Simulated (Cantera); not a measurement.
## N2O furnace oxynitridation

An isothermal, constant-pressure homogeneous reactor starts with N2O : H2 : N2 = 1 : 0.012 : 2.5 (molar parts), at 1475 K and 101000 Pa.

Detailed kinetics in Cantera: GRI-Mech 3.0 (53 species, 325 reactions). GRI-Mech 3.0 was tuned for natural gas; its chemistry of N2O as a main component is partial and can be far from experiment. The temperature is held fixed by assumption; the heat of reaction is taken as removed at once.

```csv
t (s),x N2O,x H2,x N2,x H2O,x H,x NO,x HO2
4.00e-5,0.284,0.00319,0.712,0.000178,7.15e-6,7.73e-5,3.92e-6
8.92e-5,0.283,0.00256,0.713,0.000768,9.52e-6,0.000211,8.15e-6
0.000199,0.280,0.00138,0.715,0.00195,5.74e-6,0.000503,8.50e-6
0.000443,0.276,0.000423,0.717,0.00293,1.53e-6,0.00109,6.40e-6
0.000988,0.269,6.60e-5,0.721,0.00330,3.44e-7,0.00235,3.48e-6
0.00220,0.254,2.58e-6,0.728,0.00334,1.88e-7,0.00508,1.89e-6
0.00491,0.225,2.89e-7,0.742,0.00330,1.88e-7,0.0105,1.06e-6
0.0110,0.173,2.70e-7,0.766,0.00322,1.87e-7,0.0197,5.62e-7
0.0244,0.101,2.48e-7,0.801,0.00312,1.66e-7,0.0316,2.95e-7
0.0545,0.0368,1.76e-7,0.833,0.00303,9.47e-8,0.0403,1.54e-7
0.121,0.00637,6.18e-8,0.849,0.00299,1.85e-8,0.0427,6.67e-8
0.271,0.000246,1.55e-8,0.852,0.00299,2.04e-9,0.0428,2.06e-8
0.604,8.61e-7,1.26e-8,0.852,0.00299,1.46e-9,0.0428,1.63e-8
1.35,6.36e-7,1.26e-8,0.852,0.00299,1.46e-9,0.0428,1.63e-8
3.00,6.35e-7,1.26e-8,0.852,0.00299,1.46e-9,0.0427,1.63e-8
```
x: mole fraction; the columns are a selection and need not sum to one.

Equilibrium at this temperature and pressure: N2O 5.73e-8, H2 1.15e-8, N2 0.873, H2O 0.00299, H 1.39e-9, NO 0.000874, HO2 1.88e-8 (gas phase only).
